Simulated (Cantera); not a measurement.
A perfectly stirred reactor is fed with C₂H₆ : H₂ = 1 : 91 (molar parts), at 760 Torr; it is held at 1373 K, and followed from long to short residence time.

Computed with Cantera and GRI-Mech 3.0 (53 species, 325 reactions). GRI-Mech 3.0 stops at C3 and has no aromatics, soot or wall deposition, so with more carbon than oxygen in the feed, carbon stays in small species such as C2H2 where larger ones or solid carbon would form.

**Question.** What does this change do: temperature 1373 to 1750 K?

**Answer.** 
```
quantity                  before     after
----------------------  --------  --------
x(C₂H₆) at τ = 1.50 s    4.63e-5   5.64e-7
x(H₂) at τ = 1.50 s        0.981     0.985
x(C₂H₄) at τ = 1.50 s    0.00153  0.000224
x(CH₄) at τ = 1.50 s      0.0159   0.00751
x(H) at τ = 1.50 s       9.48e-6  0.000232
x(C₂H₆) at τ = 39.0 ms  0.000304   5.90e-6
x(H₂) at τ = 39.0 ms       0.986     0.984
x(C₂H₄) at τ = 39.0 ms   0.00434  0.000208
x(CH₄) at τ = 39.0 ms    0.00719    0.0106
x(H) at τ = 39.0 ms      2.87e-5  0.000263
```
